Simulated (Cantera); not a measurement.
**Gas-phase reforming**

An isothermal, constant-pressure homogeneous reactor starts with CH₄ : H₂O = 1 : 3.8 (molar parts), at 1623 K and 760 Torr.

Model: GRI-Mech 3.0 (53 species, 325 reactions), integrated in Cantera.

```
t (s)       x CH₄  x H₂O    x C₂H₂  x CH₂CO      x CO
--------  -------  -----  --------  -------  --------
0.000500    0.205  0.791   3.31e-5  9.96e-9   7.07e-6
0.00101     0.201  0.789  0.000297  1.96e-7   4.91e-5
0.00206     0.192  0.785   0.00194  2.45e-6  0.000218
0.00417     0.175  0.774   0.00769  1.37e-5  0.000601
0.00847     0.152  0.755    0.0186  3.33e-5   0.00135
0.0172      0.122  0.731    0.0316  5.07e-5   0.00287
0.0349     0.0890  0.702    0.0436  6.18e-5   0.00581
0.0707     0.0603  0.667    0.0511  6.44e-5    0.0110
0.143      0.0408  0.624    0.0505  5.58e-5    0.0198
0.291      0.0308  0.571    0.0415  3.88e-5    0.0344
0.590      0.0248  0.514    0.0278  2.17e-5    0.0555
1.20       0.0186  0.460    0.0146  9.65e-6    0.0790
2.43       0.0116  0.418   0.00534  3.14e-6    0.0988
4.93      0.00553  0.394   0.00109  6.28e-7     0.110
10.0      0.00173  0.385   9.68e-5  6.79e-8     0.115
```
x: mole fraction; the columns are a selection and need not sum to one.

Equilibrium at this temperature and pressure: CH₄ 3.62e-8, H₂O 0.381, C₂H₂ <1e-12, CH₂CO <1e-12, CO 0.117 (gas phase only).
